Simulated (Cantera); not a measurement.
What does this Cantera script print?

```python
import numpy as np
import cantera as ct

gas_names = """
    N NO NO2 NO3 N2 N2O O O2 O3 Pb PbO Pb2
""".split()
cond_names = """
    Pb(cr) Pb(L) PbO(rd) PbO(yw) PbO(L) PbO2(s) Pb3O4(s)
""".split()


# ... load() reads the species with a 1 bar reference pressure and builds the phases ...
atoms = {
    'Pb': {'Pb': 1},
    'O2': {'O': 2},
    'N2': {'N': 2},
}
top_T = {'Pb3O4(s)': 820}  # K; cautious upper limits of use, not melting points


# ... equilibrate(T, P, feed) seeds the gas with the atoms and calls Mixture.equilibrate('TP', solver="vcs", rtol=1e-11, max_steps=5000) ...
results = []
T = 1473.15  # K
P = 1400  # Pa
for m in [2.4, 3.6, 5.3, 7.8, 12, 17, 25, 38, 56, 82]:
    feed = {'Pb': 1, 'O2': 0.19, 'N2': m}  # mol
    mix = equilibrate(T, P, feed)
    results.append((T, P, feed, dict(zip(mix.species_names, mix.species_moles))))

top = {s: max(r[3][s] / sum(r[3][g] for g in gas_names) for r in results) for s in gas_names}
cols = sorted((s for s in top if top[s] > 0.001), key=lambda s: -top[s])[:6]
seen = [c for c in cond_names if any(r[3].get(c, 0) > 1e-12 for r in results)]
print("log10 of partial pressures in bar; condensed amounts in mol")
print(f"{'n(N2)':>10s}" + "".join(f"{s[:9]:>10s}" for s in cols + seen))
for T, P, feed, n in results:
    ng = sum(n[g] for g in gas_names)
    print(f"{feed['N2']:10.4g}" + "".join(f"{np.log10(max(n[s] / ng * P / 1e5, 1e-99)):10.3f}" for s in cols)
          + "".join(f"{n.get(c, 0):10.4g}" for c in seen))
```

Result:

```
log10 of partial pressures in bar; condensed amounts in mol
     n(N2)        N2        Pb       PbO
       2.4    -2.005    -2.591    -2.809
       3.6    -1.961    -2.721    -2.942
       5.3    -1.929    -2.857    -3.080
       7.8    -1.906    -3.001    -3.228
        12    -1.889    -3.168    -3.401
        17    -1.879    -3.306    -3.547
        25    -1.871    -3.462    -3.714
        38    -1.865    -3.633    -3.900
        56    -1.862    -3.791    -4.078
        82    -1.859    -3.946    -4.257
```

These are equilibrium values from Cantera (NASA tables, ideal gas, pure condensed phases), not measurements of a reactor. Gases not in the tables: (PbO)n polymers.
